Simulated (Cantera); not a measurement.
**B2H6 + N2 (boron, boron nitride and boron oxide)**

A closed system holds: 1 mol B2H6, 0.84 mol N2, held at 6.50 mbar.

Equilibrium computed with Cantera from the NASA thermochemical tables; the gas is ideal and each condensed phase is pure. Candidate condensed phases: B, BN; 15 gas species. The feed counts by its element totals alone. N2 is the only nitrogen source here; it is nearly inert below about 1500 K, so the nitride shown seldom forms there in practice. Mutual solubility and eutectic melting of coexisting phases are not modelled. The tables' values for BH2 are old estimates; treat these amounts as uncertain. Equilibrium is a limit: real reactors are often held back by kinetics, nucleation or transport.

```tsv
T (K)	log p H2	log p H	log p N2	log p BH2	log p B	log p BH3	log p BH	n B(s)	n BN(s)
898	-2.19	-11.05	<-14	-11.75	<-14	-10.66	<-14	0.320	1.68
1048	-2.19	-9.21	<-14	-10.12	<-14	-9.87	<-14	0.320	1.68
1198	-2.19	-7.81	-12.66	-8.90	<-14	-9.29	<-14	0.320	1.68
1348	-2.19	-6.73	-10.23	-7.95	-13.90	-8.85	-13.10	0.320	1.68
1498	-2.19	-5.86	-8.29	-7.20	-11.74	-8.50	-11.41	0.320	1.68
1648	-2.19	-5.14	-6.70	-6.59	-9.97	-8.21	-10.02	0.320	1.68
1798	-2.19	-4.55	-5.39	-6.08	-8.50	-7.98	-8.88	0.323	1.68
1948	-2.20	-4.05	-4.28	-5.66	-7.26	-7.80	-7.91	0.369	1.63
```
log p: log10 of the partial pressure in bar; n: condensed amount in mol.

From 898 K to 1948 K the condensed part is B(s) + BN(s).
